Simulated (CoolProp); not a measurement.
Values from CoolProp's reference Helmholtz-energy equation of state, Bücker 2006.

**Question.** For isobutane, give the phase and the viscosity (µPa s), conductivity (mW/(m K)) at 373.3 K and 25.3 kPa; 373.3 K and 3710 kPa; 373.3 K and 5440 kPa.

**Answer.** 
- 373.3 K and 25.3 kPa: gas; viscosity 9.31, conductivity 25.5
- 373.3 K and 3710 kPa: liquid; viscosity 74.3, conductivity 69.0
- 373.3 K and 5440 kPa: liquid; viscosity 79.8, conductivity 71.1

Viscosity comes from a separate model (Vogel 2000). Thermal conductivity comes from a separate model (Perkins 2002).
